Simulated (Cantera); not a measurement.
Source: NASA polynomial tables (part measured, part estimated), evaluated in Cantera. Values are per mole of reaction as written; species without (g) are pure solids or liquids, kept so even where they would boil at 1 bar.

2 NO(g) + N2(g) → 2 N2O(g), with ΔH° = -19.4 kJ and ΔS° = -173.2 J/K at 300 K.

**Question.** How far is the shortcut ΔG° ≈ ΔH°(300 K) − T·ΔS°(300 K) from the full temperature-dependent value at 673, 748, 823, 898, 973, 1048, 1123, 1198, 1273, 1348 K?

**Answer.** 
| T (K) | shortcut (kJ) | full (kJ) | difference (kJ) | difference in log10 K |
|---|---|---|---|---|
| 673 | 97.2 | 97.9 | -0.7 | 0.06 |
| 748 | 110.2 | 110.9 | -0.8 | 0.05 |
| 823 | 123.1 | 124.0 | -0.8 | 0.05 |
| 898 | 136.1 | 136.9 | -0.8 | 0.04 |
| 973 | 149.1 | 149.8 | -0.7 | 0.04 |
| 1048 | 162.1 | 162.6 | -0.5 | 0.03 |
| 1123 | 175.1 | 175.4 | -0.3 | 0.01 |
| 1198 | 188.1 | 188.1 | -0.1 | 0.00 |
| 1273 | 201.1 | 200.8 | 0.2 | -0.01 |
| 1348 | 214.1 | 213.5 | 0.6 | -0.02 |
The shortcut ignores the heat-capacity change of the reaction.
